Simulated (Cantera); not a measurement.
Input (Python, Cantera) and output of one run.

```python
import numpy as np
import cantera as ct

gas_names = [...]  # 131 gases of nasa_gas.yaml made of C, H, O
cond_names = """
    C(gr) C6H6(L) C7H8(L) C8H18(L),n-octa H2O(s) H2O(L)
""".split()


# ... load() reads the species with a 1 bar reference pressure and builds the phases ...
atoms = {
    'CH3OH': {'C': 1, 'H': 4, 'O': 1},
    'O2': {'O': 2},
}
top_T = {'C(gr)': 4500}  # K; cautious upper limits of use, not melting points


# ... equilibrate(T, P, feed) seeds the gas with the atoms and calls Mixture.equilibrate('TP', solver="vcs", rtol=1e-11, max_steps=5000) ...
results = []
feed = {'CH3OH': 1, 'O2': 0.097}  # mol
P = 100000  # Pa
for T in [3000, 3250, 3500, 3750, 4000, 4250, 4500, 4750, 5000]:
    mix = equilibrate(T, P, feed)
    results.append((T, P, feed, dict(zip(mix.species_names, mix.species_moles))))

top = {s: max(r[3][s] / sum(r[3][g] for g in gas_names) for r in results) for s in gas_names}
cols = sorted((s for s in top if top[s] > 0.0001), key=lambda s: -top[s])[:7]
seen = [c for c in cond_names if any(r[3].get(c, 0) > 1e-12 for r in results)]
print("log10 of partial pressures in bar; condensed amounts in mol")
print(f"{'T/K':>10s}" + "".join(f"{s[:9]:>10s}" for s in cols + seen))
for T, P, feed, n in results:
    ng = sum(n[g] for g in gas_names)
    print(f"{T:10.4g}" + "".join(f"{np.log10(max(n[s] / ng * P / 1e5, 1e-99)):10.3f}" for s in cols)
          + "".join(f"{n.get(c, 0):10.4g}" for c in seen))
```

It prints:

```
log10 of partial pressures in bar; condensed amounts in mol
       T/K         H        H2        CO       H2O         O        OH       CO2
      3000    -0.945    -0.287    -0.510    -1.282    -3.290    -2.419    -2.374
      3250    -0.673    -0.358    -0.534    -1.367    -2.622    -2.083    -2.440
      3500    -0.465    -0.473    -0.571    -1.548    -2.104    -1.878    -2.564
      3750    -0.319    -0.639    -0.614    -1.878    -1.760    -1.838    -2.788
      4000    -0.225    -0.856    -0.652    -2.355    -1.577    -1.957    -3.101
      4250    -0.173    -1.106    -0.680    -2.914    -1.495    -2.172    -3.449
      4500    -0.145    -1.367    -0.696    -3.488    -1.460    -2.420    -3.788
      4750    -0.131    -1.622    -0.705    -4.038    -1.443    -2.669    -4.099
      5000    -0.123    -1.864    -0.711    -4.548    -1.431    -2.901    -4.380
```

Method: chemical equilibrium by Gibbs-energy minimisation in Cantera with the NASA 1993 tables (ideal gas, pure condensed phases).
